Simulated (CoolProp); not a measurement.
Vapour pressure (kPa) of dimethyl carbonate: the reference equation beside estimates from Tc = 557.0 K, pc = 4909 kPa, ω = 0.346.

Model: reference Helmholtz-energy equation of state, Zhou 2011, in CoolProp.

| T (K) | reference | van der Waals | Soave-Redlich-Kwong |
|---|---|---|---|
| 343.9 | 52.44 | 502.0 | 50.94 |
| 350.5 | 66.29 | 558.3 | 64.69 |
| 357.1 | 82.94 | 618.7 | 81.28 |
| 363.8 | 103.1 | 684.4 | 101.5 |
| 370.4 | 126.6 | 753.4 | 125.1 |
| 377 | 154.1 | 827.0 | 152.9 |
| 383.6 | 186.1 | 905.1 | 185.3 |
| 390.2 | 223.0 | 987.9 | 223.0 |
| 396.9 | 266.1 | 1077 | 267.0 |
| 403.5 | 314.7 | 1169 | 316.8 |
| 410.1 | 369.8 | 1267 | 373.5 |
| 416.7 | 432.0 | 1370 | 437.7 |
| 423.3 | 501.9 | 1478 | 510.1 |

Absolute difference from the reference over all 13 rows, mean and median: van der Waals 438.5 and 386.4 %, Soave-Redlich-Kwong 1.2 and 1.2 %.
